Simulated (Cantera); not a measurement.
Feed: 1 mol TiC, 0.057 mol C, 2.9 mol H2, equilibrated at 1302 °C and 0.000400 bar.

Equilibrium computed with Cantera from the NASA thermochemical tables; the gas is ideal and each condensed phase is pure. TiC: taken at fixed stoichiometry. Kinetics and transport are ignored.

```json
[
 {"species": "H2", "before": "0.998", "after": "0.893"},
 {"species": "H", "before": "0.00208", "after": "0.106"},
 {"species": "C2H2 (acetylene)", "before": "2.11e-5", "after": "0.000936"},
 {"species": "C(graphite), mol", "before": "0.0569", "after": "0.0513"},
 {"species": "TiC(s), mol", "before": "1.00", "after": "1.000"}
]
```
Gas species are given as mole fractions.

### Question
What was changed between the two runs?
(A) pressure from 0.000400 bar to 1.00 bar
(B) temperature from 1302 °C to 1775 °C
(C) temperature from 1302 °C to 1925 °C
(D) pressure from 0.000400 bar to 1.70e-5 bar

### Answer
B, temperature from 1302 °C to 1775 °C
